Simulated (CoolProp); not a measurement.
A single-stage vapour-compression cycle with R404A: evaporating at 261.15 K (dew point), condensing at 296.15 K (bubble point), superheat 8 K, subcooling 2 K, compressor efficiency 0.9, no pressure losses. Each further row changes one setting.

Computed with CoolProp (reference Helmholtz-energy equation of state, Lemmon 2003). It is a pseudo-pure fit of the blend.

```
case                              cooling COP  pressure ratio  discharge temperature (K)  refrigerating effect (kJ/kg)  volumetric capacity (kJ/m³)
--------------------------------  -----------  --------------  -------------------------  ----------------------------  ---------------------------
as stated                          (withheld)            2.96                      310.6                           137                         2670
evaporating temperature 266.15 K         6.59            2.49                      309.6                    (withheld)                         3230
condensing temperature 291.15 K          6.54            2.59                      305.0                           144                         2820
subcooling 7 K                     (withheld)            2.96                      310.6                           144                         2820
superheat 18 K                     (withheld)            2.96                 (withheld)                    (withheld)                         2710
compressor efficiency 0.8                4.82            2.96                 (withheld)                           137                         2670
```

Task: Complete the blanks.

Result: 
- as stated, cooling COP: 5.42
- evaporating temperature 266.15 K, refrigerating effect (kJ/kg): 140
- subcooling 7 K, cooling COP: 5.72
- superheat 18 K, cooling COP: 5.47
- superheat 18 K, discharge temperature (K): 320.4
- superheat 18 K, refrigerating effect (kJ/kg): 146
- compressor efficiency 0.8, discharge temperature (K): 313.5
